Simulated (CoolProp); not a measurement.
Vapour-liquid equilibrium of R134a (1) + methanol (2) at 0.0224 MPa; x and y are mole fractions of (1).

Model: multi-fluid Helmholtz-energy mixture model, Tillner-Roth 1994 and de Reuck 1993; pair parameters Bell 2016, in CoolProp.

**Question.** Give the bubble temperature and the first vapour's composition at x = 0.2, 0.35, 0.5. Is there an azeotrope?

**Answer.** x = 0.2: 228.4 K, y = 0.995; x = 0.35: 225.7 K, y = 0.996; x = 0.5: 224.6 K, y = 0.997. No azeotrope shows between x = 0.05 and 0.95.

Pair parameters are fitted to limited data, so mixtures are less certain than the pure fluids. With so large a gap from Raoult's law the liquid may split in two, which this calculation doesn't test in full.
